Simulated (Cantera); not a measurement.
What does this Cantera script print?

```python
import numpy as np
import cantera as ct

gas = ct.Solution("gri30.yaml")
gas.TPX = 1250, 3500, {'N2O': 1}
reactor = ct.IdealGasConstPressureReactor(gas, energy="off", clone=False)
net = ct.ReactorNet([reactor])
net.rtol, net.atol = 1e-08, 1e-18
show = ['N2O', 'NO', 'O', 'NO2', 'O2', 'N2']
times = np.geomspace(1e-05, 3, 14)

steps = ct.SolutionArray(gas, extra=["t"])
rows = []
print(f"{'t/s':>10s}{'T/K':>9s}{'P/Pa':>11s}" + "".join(f"{s:>11s}" for s in show))
for t in times:
    while net.time < t:
        t_next = net.step()
        steps.append(gas.state, t=t_next)
    rows.append([np.interp(t, steps.t, y) for y in (steps.T, steps.P, *steps(*show).X.T)])
    print(f"{t:10.3e}{rows[-1][0]:9.1f}{rows[-1][1]:11.4g}" + "".join(f"{x:11.3e}" for x in rows[-1][2:]))
rate = np.gradient(steps.T, steps.t)
print("integrator steps:", len(steps.t))
if steps.T.max() > steps.T[0] + 200:
    print(f"time of steepest temperature rise: {steps.t[rate.argmax()]:.4e} s")
gas.TPX = 1250, 3500, {'N2O': 1}
gas.equilibrate("TP")
print(f"equilibrium (TP): T = {gas.T:.1f} K  " + "  ".join(f"{s} {gas[s].X[0]:.3e}" for s in show))
```

It prints:

```
       t/s      T/K       P/Pa        N2O         NO          O        NO2         O2         N2
 1.000e-05   1250.0       3500  1.000e+00  2.293e-09  2.587e-07  7.779e-19  7.954e-09  2.758e-07
 2.638e-05   1250.0       3500  1.000e+00  1.543e-08  6.453e-07  3.587e-17  5.354e-08  7.601e-07
 6.960e-05   1250.0       3500  1.000e+00  9.752e-08  1.477e-06  1.420e-15  3.383e-07  2.202e-06
 1.836e-04   1250.0       3500  1.000e+00  5.392e-07  2.778e-06  4.296e-14  1.871e-06  6.788e-06
 4.845e-04   1250.0       3500  1.000e+00  2.332e-06  3.721e-06  8.019e-13  8.088e-06  2.106e-05
 1.278e-03   1250.0       3500  9.999e-01  7.653e-06  3.853e-06  8.627e-12  2.655e-05  6.077e-05
 3.372e-03   1250.0       3500  9.997e-01  2.178e-05  3.854e-06  6.965e-11  7.555e-05  1.658e-04
 8.896e-03   1250.0       3500  9.993e-01  5.903e-05  3.854e-06  5.071e-10  2.048e-04  4.429e-04
 2.347e-02   1250.0       3500  9.981e-01  1.572e-04  3.854e-06  3.510e-09  5.453e-04  1.173e-03
 6.192e-02   1250.0       3500  9.950e-01  4.155e-04  3.853e-06  2.289e-08  1.441e-03  3.094e-03
 1.634e-01   1250.0       3500  9.870e-01  1.092e-03  3.853e-06  1.344e-07  3.787e-03  8.124e-03
 4.310e-01   1250.0       3500  9.662e-01  2.841e-03  3.852e-06  6.371e-07  9.856e-03  2.114e-02
 1.137e+00   1250.0       3500  9.139e-01  7.224e-03  3.849e-06  2.242e-06  2.507e-02  5.376e-02
 3.000e+00   1250.0       3500  7.929e-01  1.738e-02  3.842e-06  6.323e-06  6.035e-02  1.294e-01
integrator steps: 502
equilibrium (TP): T = 1250.0 K  N2O 3.848e-09  NO 3.286e-04  O 2.149e-07  NO2 1.036e-06  O2 3.332e-01  N2 6.665e-01
```

Detailed kinetics in Cantera: GRI-Mech 3.0 (53 species, 325 reactions). GRI-Mech 3.0 was tuned for natural gas; its chemistry of N2O as a main component is partial and can be far from experiment. Radical loss at walls, strong at low pressure, is not modelled. The mechanism lacks the step 2 NO + O2 → 2 NO2, which can matter for NO2 below about 1400 K. The temperature is held fixed by assumption; the heat of reaction is taken as removed at once.
